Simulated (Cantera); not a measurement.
Ignition delay

Mixture: 4.32 % CH₄, 20.1 % O₂, 75.6 % N₂, equivalence ratio 0.43, at 2850 Torr, adiabatic and at constant pressure. Ignition delay is the time to a rise of 400 K.

Computed with Cantera and GRI-Mech 3.0 (53 species, 325 reactions).

```
T0 (K)  delay (ms)
------  ----------
1248          4.74
1323          1.93
1398         0.844
1473         0.398
1548         0.202
1623         0.110
1698        0.0639
```

| Item | Result |
|---|---|
| apparent activation energy between 1548 and 1698 K | 170 kJ/mol |
